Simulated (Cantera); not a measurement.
Charge: 1 mol C3H8, 0.96 mol O2, 16 mol N2, held at 82.5 Torr.

Equilibrium computed with Cantera from the NASA thermochemical tables; the gas is ideal and each condensed phase is pure. Candidate condensed phases: C, C6H6, C7H8, C8H18, H2O; 136 gas species. Kinetics and transport are ignored.

Q: What share of the C ends up in condensed phases as a function of T (K), at 1023, 1173, 1323, 1473, 1623, 1773, 1923, 2073?

A: 
```tsv
T (K)	C condensed (%)	as
1023	36.4	C(graphite)
1173	36.0	C(graphite)
1323	35.9	C(graphite)
1473	35.8	C(graphite)
1623	35.3	C(graphite)
1773	34.5	C(graphite)
1923	32.9	C(graphite)
2073	30.3	C(graphite)
```
